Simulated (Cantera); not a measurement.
Cantera run:

```python
import numpy as np
import cantera as ct

gas_names = """
    C CN CO CO2 C2 CCN CNC C2N2 C2O C3 C3O2 C4 C4N2 C5 Fe FeC5O5 FeO N NCO NO NO2 NO3 N2 N2O O O2 O3
""".split()
cond_names = """
    C(gr) Fe(a) Fe(c) Fe(d) Fe(L) FeC5O5(L) FeO(s) FeO(L) Fe2O3(s) Fe3O4(s)
""".split()


# ... load() reads the species with a 1 bar reference pressure and builds the phases ...
atoms = {
    'Fe(CO)5': {'Fe': 1, 'C': 5, 'O': 5},
    'N2': {'N': 2},
}
top_T = {'C(gr)': 4500, 'Fe2O3(s)': 1830, 'Fe3O4(s)': 1870}  # K; cautious upper limits of use, not melting points


# ... equilibrate(T, P, feed) seeds the gas with the atoms and calls Mixture.equilibrate('TP', solver="vcs", rtol=1e-11, max_steps=5000) ...
results = []
feed = {'Fe(CO)5': 1, 'N2': 32}  # mol
T = 825  # K
P = 180  # Pa
mix = equilibrate(T, P, feed)
results.append((T, P, feed, dict(zip(mix.species_names, mix.species_moles))))
print(gas.report(threshold=1e-06))
for i in range(1, mix.n_phases):
    print(f"{mix.phase(i).name:16s} {mix.phase_moles(i):12.5e} mol")
```

Result:

```
       temperature   825 K
          pressure   180 Pa
           density   0.00073571 kg/m^3
  mean mol. weight   28.036 kg/kmol
   phase of matter   gas

                          1 kg             1 kmol
                     ---------------   ---------------
          enthalpy             23540        6.5997e+05  J
   internal energy       -2.2112e+05       -6.1995e+06  J
           entropy            9942.8        2.7876e+05  J/K
    Gibbs function       -8.1793e+06       -2.2932e+08  J
 heat capacity c_p            1130.6             31699  J/K
 heat capacity c_v            834.07             23384  J/K

                      mass frac. Y      mole frac. X     chem. pot. / RT
                     ---------------   ---------------   ---------------
                CO           0.13236           0.13248            -49.58
               CO2         0.0022341         0.0014232           -97.888
                N2           0.86541            0.8661           -30.855
     [  +24 minor]        4.7463e-16        2.3855e-16

C(gr)             5.25848e-02 mol
Fe(a)             1.00000e+00 mol
FeC5O5(L)         0.00000e+00 mol
FeO(s)            0.00000e+00 mol
Fe2O3(s)          0.00000e+00 mol
Fe3O4(s)          0.00000e+00 mol
```

Equilibrium computed with Cantera from the NASA thermochemical tables; the gas is ideal and each condensed phase is pure. Condensed phases not in the tables: cementite and carbon dissolved in iron.
